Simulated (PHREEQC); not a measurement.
Consider water at 34 °C with 0.48 mol/kgw HBr, 0.00076 mol/kgw CO2 and 0.00066 mol/kgw Li2CO3. Closed to the air; pH follows from the charge balance.

Equilibrium calculation in PHREEQC: ion-association model, phreeqc.dat.

This is a speciation only: nothing precipitates in the calculation.

Predict the pH, specific conductance.

pH 0.44; specific conductance 176000 µS/cm.

Species that the database lacks are ignored.
